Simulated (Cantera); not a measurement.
## C2H6 + CO2 + H2 + O2 (carbon deposition, reforming and gasification)

A closed system holds: 1 mol C2H6, 3.1 mol CO2, 7.6 mol H2, 0.058 mol O2, at 44.0 bar.

These are equilibrium values from Cantera (NASA tables, ideal gas, pure condensed phases), not measurements of a reactor. Candidate condensed phases: C, C6H6, C7H8, C8H18, H2O; 110 gas species. The ideal-gas law is rough above about 30 bar. Kinetics and transport are ignored.

From 748 K to 1073 K the condensed part is C(graphite). The main C-bearing gas is CH4 throughout. The share of C in condensed phases is highest at 748 K (17.2 %) and lowest at 1073 K (5.4 %).

```csv
T (K),log p H2O,log p CH4,log p H2,log p CO2,log p CO,log p C2H6,log p C2H4,log p HCOOH,n C(graphite)
748,1.31,1.19,0.34,0.76,-1.01,-2.97,-6.26,-5.18,0.878
773,1.30,1.19,0.43,0.77,-0.81,-2.92,-5.98,-5.06,0.849
798,1.29,1.18,0.52,0.78,-0.62,-2.87,-5.71,-4.94,0.825
823,1.27,1.17,0.60,0.78,-0.45,-2.83,-5.47,-4.83,0.804
848,1.26,1.16,0.68,0.79,-0.29,-2.79,-5.24,-4.73,0.786
873,1.24,1.15,0.75,0.79,-0.13,-2.76,-5.03,-4.64,0.768
898,1.22,1.13,0.81,0.79,0.01,-2.73,-4.83,-4.56,0.747
923,1.20,1.12,0.87,0.78,0.14,-2.72,-4.65,-4.48,0.720
948,1.18,1.10,0.93,0.78,0.27,-2.70,-4.48,-4.42,0.685
973,1.16,1.07,0.98,0.76,0.38,-2.70,-4.32,-4.37,0.638
998,1.13,1.05,1.03,0.75,0.49,-2.69,-4.17,-4.32,0.576
1023,1.10,1.02,1.07,0.73,0.59,-2.70,-4.04,-4.28,0.496
1048,1.06,0.99,1.11,0.70,0.68,-2.71,-3.91,-4.26,0.396
1073,1.02,0.96,1.15,0.67,0.76,-2.72,-3.80,-4.24,0.275
```
log p: log10 of the partial pressure in bar; n: condensed amount in mol.
